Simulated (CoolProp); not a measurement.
Vapour-liquid equilibrium of n-hexane (1) + o-xylene (2) at 0.824 bar; x and y are mole fractions of (1).

Computed with CoolProp (multi-fluid Helmholtz-energy mixture model, Thol 2019 and Zhou 2012; pair parameters Bell 2016).

| x | bubble temperature, mixture model (K) | bubble temperature, Raoult's law (K) | y, mixture model | y, Raoult's law |
|---|---|---|---|---|
| 0.05 | 398.7 | 400.0 | 0.302 | 0.283 |
| 0.2 | 375.8 | 378.8 | 0.706 | 0.689 |
| 0.35 | 362.3 | 365.0 | 0.847 | 0.844 |
| 0.5 | 353.4 | 355.2 | 0.913 | 0.917 |
| 0.65 | 346.8 | 347.7 | 0.950 | 0.957 |
| 0.8 | 341.5 | 341.8 | 0.975 | 0.981 |
| 0.95 | 336.9 | 336.9 | 0.994 | 0.996 |

The largest gap from Raoult's law is -3.0 K in bubble temperature, at x = 0.2. No azeotrope shows between x = 0.05 and 0.95.

The pair parameters rest on a limited set of measurements; away from them the model extrapolates.
